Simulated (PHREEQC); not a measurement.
Solution (15 °C): 0.24 mol/kgw Cu(NO3)2, 0.00057 mol/kgw HNO3 and 0.0044 mol/kgw Fe(NO3)3. Closed to the air; pH follows from the charge balance.

The numbers come from PHREEQC with the ion-association model, wateq4f.dat.

```
Item                      Result
-----------------  -------------
pH                          2.67
ionic strength     0.744 mol/kgw
activity of water          0.987
total alkalinity    -9.37 meq/kg
```

| species | molality | activity | log γ |
|---|---|---|---|
| NO3- | 0.494 | 0.288 | -0.234 |
| Cu+2 | 0.240 | 0.0546 | -0.643 |
| H+ | 0.00286 | 0.00216 | -0.122 |
| Fe+3 | 0.00220 | 0.000174 | -1.101 |
| FeOH+2 | 0.00146 | 0.000280 | -0.718 |
| Fe2(OH)2+4 | 0.000272 | 3.23e-6 | -1.926 |
| Fe3(OH)4+5 | 5.11e-5 | 5.00e-8 | -3.009 |
| Fe(OH)2+ | 4.24e-5 | 2.86e-5 | -0.172 |
| CuOH+ | 3.98e-7 | 2.49e-7 | -0.203 |
| Cu2(OH)2+2 | 2.95e-8 | 9.74e-9 | -0.481 |

This is a speciation only: nothing precipitates in the calculation. Examples of supersaturated solids here: Hematite (slow to form), Goethite (slow to form). Others may be too. The ionic strength is past about 0.7 mol/kgw, beyond the range of this activity model, so the values are rough.
